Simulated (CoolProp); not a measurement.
A single-stage vapour-compression cycle with the fluid: evaporating at 280.15 K (dew point), condensing at 334.15 K (bubble point), superheat 8 K, subcooling 0 K, compressor efficiency 0.6, no pressure losses. The same conditions are run with several fluids, on thermodynamics alone (safety and materials aside).

Computed with CoolProp (reference Helmholtz-energy equation of state of each fluid (n-perfluoropentane: Gao 2022; R227EA: Lemmon 2016; R115: Lemmon 2016; vinyl chloride: Thol 2022; R404A: Lemmon 2003; C3F8 (R218): Lemmon 2006)). Blends and air are pseudo-pure fits.

```json
[
 {"fluid": "n-perfluoropentane", "cooling COP": "1.85", "pressure ratio": "6.88", "discharge temperature (K)": "334.2", "refrigerating effect (kJ/kg)": "45.6", "volumetric capacity (kJ/m³)": "232"},
 {"fluid": "R227EA", "cooling COP": "1.91", "pressure ratio": "4.78", "discharge temperature (K)": "340.9", "refrigerating effect (kJ/kg)": "61.9", "volumetric capacity (kJ/m³)": "1210"},
 {"fluid": "R115", "cooling COP": "1.67", "pressure ratio": "3.85", "discharge temperature (K)": "346.2", "refrigerating effect (kJ/kg)": "48.1", "volumetric capacity (kJ/m³)": "1940"},
 {"fluid": "vinyl chloride", "cooling COP": "2.54", "pressure ratio": "4.60", "discharge temperature (K)": "404.0", "refrigerating effect (kJ/kg)": "261", "volumetric capacity (kJ/m³)": "1580"},
 {"fluid": "R404A", "cooling COP": "1.69", "pressure ratio": "3.95", "discharge temperature (K)": "361.1", "refrigerating effect (kJ/kg)": "78.2", "volumetric capacity (kJ/m³)": "2810"},
 {"fluid": "C3F8 (R218)", "cooling COP": "1.16", "pressure ratio": "4.02", "discharge temperature (K)": "338.0", "refrigerating effect (kJ/kg)": "26.0", "volumetric capacity (kJ/m³)": "1230"}
]
```

The compression ends wet for: n-perfluoropentane.
